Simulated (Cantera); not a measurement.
## Equilibrium for sublimation and decomposition of ceramics: MgO + H2

Input: 1 mol MgO, a varied amount of H2, at 2850 K and 72.0 mbar.

These are equilibrium values from Cantera (NASA tables, ideal gas, pure condensed phases), not measurements of a reactor. Candidate condensed phases: H2O, Mg, MgO, Mg(OH)2; 15 gas species. The tables' values for MgH are old estimates; treat these amounts as uncertain. The numbers say what is thermodynamically allowed, not how fast it happens.

```csv
n(H2) (mol),x Mg,x H2O,x H,x H2,x OH,x O,x O2,x MgO,x MgOH,n MgO(s)
0.029,0.410,0.183,0.102,0.0791,0.0691,0.0556,0.0514,0.0327,0.0159,0.963
0.042,0.410,0.183,0.102,0.0791,0.0691,0.0556,0.0514,0.0327,0.0159,0.946
0.061,0.410,0.183,0.102,0.0791,0.0691,0.0556,0.0514,0.0327,0.0159,0.921
0.087,0.410,0.183,0.102,0.0791,0.0691,0.0556,0.0514,0.0327,0.0159,0.888
0.12,0.410,0.183,0.102,0.0791,0.0691,0.0556,0.0514,0.0327,0.0159,0.845
0.18,0.410,0.183,0.102,0.0791,0.0691,0.0556,0.0514,0.0327,0.0159,0.767
0.26,0.410,0.183,0.102,0.0791,0.0691,0.0556,0.0514,0.0327,0.0159,0.664
0.37,0.410,0.183,0.102,0.0791,0.0691,0.0556,0.0514,0.0327,0.0159,0.522
0.53,0.410,0.183,0.102,0.0791,0.0691,0.0556,0.0514,0.0327,0.0159,0.315
0.76,0.410,0.183,0.102,0.0791,0.0691,0.0556,0.0514,0.0327,0.0159,0.0181
1.1,0.367,0.211,0.129,0.128,0.0630,0.0399,0.0264,0.0210,0.0130,0
```
x: gas mole fraction; n: condensed amount in mol.

From 0.029 mol H2 to 0.76 mol H2 the condensed part is MgO(s). At 1.1 mol H2 nothing is condensed. The main Mg-bearing gas is Mg throughout. The share of Mg in condensed phases is highest at 0.029 mol H2 (96.3 %) and lowest at 1.1 mol H2 (0.0 %).
